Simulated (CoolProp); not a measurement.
The fluid at 422.51 K and 0.0455 MPa is compressed adiabatically to 0.191 MPa with isentropic efficiency 0.75. The same conditions are run with several fluids, on thermodynamics alone (safety and materials aside).

Model: reference Helmholtz-energy equation of state of each fluid (m-xylene: Zhou 2012; cyclopentane: Gedanitz 2015; R113: Marx 1992), in CoolProp.

Q: Rank m-xylene, cyclopentane, R113 by work (kJ/kg), highest first.

A: cyclopentane (99.2), m-xylene (63.3), R113 (36.9)

| fluid | final temperature (K) | final density (kg/m³) |
|---|---|---|
| m-xylene | 462.1 | 5.58 |
| cyclopentane | 475.3 | 3.46 |
| R113 | 471.5 | 9.33 |
